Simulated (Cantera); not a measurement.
Cantera run:

```python
import numpy as np
import cantera as ct

gas_names = [...]  # 114 gases of nasa_gas.yaml made of C, Fe, H, O
cond_names = """
    C(gr) C6H6(L) C7H8(L) C8H18(L),n-octa Fe(a) Fe(c) Fe(d) Fe(L) FeC5O5(L) FeO(s) FeO(L) Fe(OH)2(s)
    Fe(OH)3(s) Fe2O3(s) Fe3O4(s) H2O(s) H2O(L)
""".split()


# ... load() reads the species with a 1 bar reference pressure and builds the phases ...
atoms = {
    'Fe2O3': {'Fe': 2, 'O': 3},
    'CH4': {'C': 1, 'H': 4},
    'H2': {'H': 2},
}
top_T = {'C(gr)': 4500, 'Fe2O3(s)': 1830, 'Fe3O4(s)': 1870}  # K; cautious upper limits of use, not melting points


# ... equilibrate(T, P, feed) seeds the gas with the atoms and calls Mixture.equilibrate('TP', solver="vcs", rtol=1e-11, max_steps=5000) ...
results = []
feed = {'Fe2O3': 1, 'CH4': 0.79, 'H2': 0.13}  # mol
T = 2223  # K
for P in [10, 42, 180, 750, 3200, 13000, 56000, 240000, 1000000]:
    mix = equilibrate(T, P, feed)
    results.append((T, P, feed, dict(zip(mix.species_names, mix.species_moles))))

top = {s: max(r[3][s] / sum(r[3][g] for g in gas_names) for r in results) for s in gas_names}
cols = sorted((s for s in top if top[s] > 0.001), key=lambda s: -top[s])[:8]
seen = [c for c in cond_names if any(r[3].get(c, 0) > 1e-12 for r in results)]
print("log10 of partial pressures in bar; condensed amounts in mol")
print(f"{'P/Pa':>10s}" + "".join(f"{s[:9]:>10s}" for s in cols + seen))
for T, P, feed, n in results:
    ng = sum(n[g] for g in gas_names)
    print(f"{P:10.4g}" + "".join(f"{np.log10(max(n[s] / ng * P / 1e5, 1e-99)):10.3f}" for s in cols)
          + "".join(f"{n.get(c, 0):10.4g}" for c in seen))
```

Result:

```
log10 of partial pressures in bar; condensed amounts in mol
      P/Pa        H2        Fe        CO       H2O         H         O       CO2        O2     Fe(L)    FeO(L)
        10    -5.155    -4.486    -4.986    -4.925    -4.771    -5.156    -5.485    -5.302         0         0
        42    -4.537    -3.826    -4.381    -4.065    -4.462    -4.914    -4.638    -4.819         0         0
       180    -3.750    -3.227    -3.652    -3.306    -4.069    -4.942    -3.937    -4.874         0    0.4907
       750    -2.732    -2.776    -2.825    -2.739    -3.559    -5.394    -3.561    -5.777         0     1.229
      3200    -1.895    -2.466    -2.088    -2.213    -3.141    -5.703    -3.135    -6.397    0.1012      1.59
   1.3e+04    -1.241    -2.466    -1.438    -1.558    -2.814    -5.703    -2.485    -6.397    0.3403      1.59
   5.6e+04    -0.594    -2.466    -0.794    -0.911    -2.490    -5.703    -1.840    -6.397    0.3945     1.589
   2.4e+05     0.042    -2.466    -0.159    -0.275    -2.172    -5.703    -1.205    -6.397    0.4071     1.589
     1e+06     0.663    -2.466     0.462     0.346    -1.862    -5.703    -0.584    -6.397    0.4102     1.588
```

Method: chemical equilibrium by Gibbs-energy minimisation in Cantera with the NASA 1993 tables (ideal gas, pure condensed phases). Each liquid is taken as pure. Mutual solubility and eutectic melting of coexisting phases are not modelled. The tables' stoichiometric FeO is somewhat more stable than real wüstite, so its field is too wide. FeO: taken at fixed stoichiometry.
